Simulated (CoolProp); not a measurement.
Vapour-liquid equilibrium of propane (1) + n-butane (2) at 0.607 MPa; x and y are mole fractions of (1).

Model: multi-fluid Helmholtz-energy mixture model, Lemmon 2009 and Bücker 2006; pair parameters Kunz 2012, in CoolProp.

**Question.** Give the bubble temperature and the first vapour's composition at x = 0.05, 0.75, 0.85. Is there an azeotrope?

**Answer.** x = 0.05: 327.2 K, y = 0.124; x = 0.75: 289.7 K, y = 0.911; x = 0.85: 286.2 K, y = 0.951. No azeotrope shows between x = 0.05 and 0.95.

The pair parameters rest on a limited set of measurements; away from them the model extrapolates.
